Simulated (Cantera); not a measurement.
A Cantera script and what it prints.

```python
import numpy as np
import cantera as ct

gas_names = """
    CL CL2 H HCL H2 Si SiCL SiCL2 SiCL3 SiCL4 SiH SiHCL3 SiH2 SiH2CL2 SiH3 SiH3CL SiH4 Si2 Si3
""".split()
cond_names = """
    Si(cr) Si(L)
""".split()


# ... load() reads the species with a 1 bar reference pressure and builds the phases ...
atoms = {
    'SiH4': {'Si': 1, 'H': 4},
    'H2': {'H': 2},
    'HCl': {'H': 1, 'CL': 1},
}
top_T = {}  # K; cautious upper limits of use, not melting points


# ... equilibrate(T, P, feed) seeds the gas with the atoms and calls Mixture.equilibrate('TP', solver="vcs", rtol=1e-11, max_steps=5000) ...
results = []
feed = {'SiH4': 1, 'H2': 6.4, 'HCl': 1.5}  # mol
P = 49000  # Pa
for T in [873, 1023, 1173, 1323, 1473, 1623, 1773]:
    mix = equilibrate(T, P, feed)
    results.append((T, P, feed, dict(zip(mix.species_names, mix.species_moles))))
    x = sorted(zip(gas.X, gas.species_names), reverse=True)
    print(f"T = {T:g} K  P = {P:g} Pa  gas = {mix.phase_moles(0):.4g} mol")
    print("   x: " + "  ".join(f"{s} {v:.3e}" for v, s in x if v > 1e-05))
    print("   condensed (mol): " + ("  ".join(f"{mix.phase(i).name} {mix.phase_moles(i):.4g}"
          for i in range(1, mix.n_phases) if mix.phase_moles(i) > 1e-12) or "none"))
```

Output:

```
T = 873 K  P = 49000 Pa  gas = 9.485 mol
   x: H2 9.533e-01  SiCL4 2.498e-02  SiHCL3 1.761e-02  HCL 2.895e-03  SiH2CL2 1.132e-03  SiCL3 6.882e-05  SiH3CL 1.751e-05  SiCL2 1.114e-05
   condensed (mol): Si(cr) 0.5844
T = 1023 K  P = 49000 Pa  gas = 9.512 mol
   x: H2 9.469e-01  SiCL4 2.343e-02  SiHCL3 1.585e-02  HCL 1.184e-02  SiH2CL2 1.187e-03  SiCL3 5.406e-04  SiCL2 2.634e-04  SiH3CL 2.292e-05
   condensed (mol): Si(cr) 0.6071
T = 1173 K  P = 49000 Pa  gas = 9.582 mol
   x: H2 9.316e-01  HCL 3.177e-02  SiCL4 1.838e-02  SiHCL3 1.256e-02  SiCL2 2.464e-03  SiCL3 2.143e-03  SiH2CL2 1.099e-03  SiH3CL 2.609e-05
   condensed (mol): Si(cr) 0.6486
T = 1323 K  P = 49000 Pa  gas = 9.71 mol
   x: H2 9.080e-01  HCL 5.961e-02  SiCL2 1.070e-02  SiCL4 9.341e-03  SiHCL3 7.218e-03  SiCL3 4.275e-03  SiH2CL2 7.991e-04  SiH3CL 2.501e-05
   condensed (mol): Si(cr) 0.6858
T = 1473 K  P = 49000 Pa  gas = 9.83 mol
   x: H2 8.895e-01  HCL 7.920e-02  SiCL2 2.217e-02  SiCL3 3.875e-03  SiHCL3 2.444e-03  SiCL4 2.317e-03  SiH2CL2 4.044e-04  SiH3CL 1.953e-05  H 1.705e-05
   condensed (mol): Si(cr) 0.693
T = 1623 K  P = 49000 Pa  gas = 9.878 mol
   x: H2 8.834e-01  HCL 8.475e-02  SiCL2 2.844e-02  SiCL3 2.157e-03  SiHCL3 6.166e-04  SiCL4 3.818e-04  SiH2CL2 1.680e-04  H 9.280e-05  SiH3CL 1.373e-05
   condensed (mol): Si(cr) 0.6859
T = 1773 K  P = 49000 Pa  gas = 9.894 mol
   x: H2 8.799e-01  HCL 8.921e-02  SiCL2 2.906e-02  SiCL3 1.102e-03  H 3.812e-04  SiHCL3 1.641e-04  SiCL4 7.094e-05  SiH2CL2 6.812e-05  CL 2.970e-05  SiCL 2.948e-05  SiH2 2.171e-05
   condensed (mol): Si(L) 0.6979
```

Cantera equilibrium calculation (NASA polynomials, part measured and part estimated; ideal gas, pure solids and liquids). The tables' values for SiCl3, SiCl are old estimates; treat these amounts as uncertain. Gases not in the tables: Si2H6 and higher silanes.
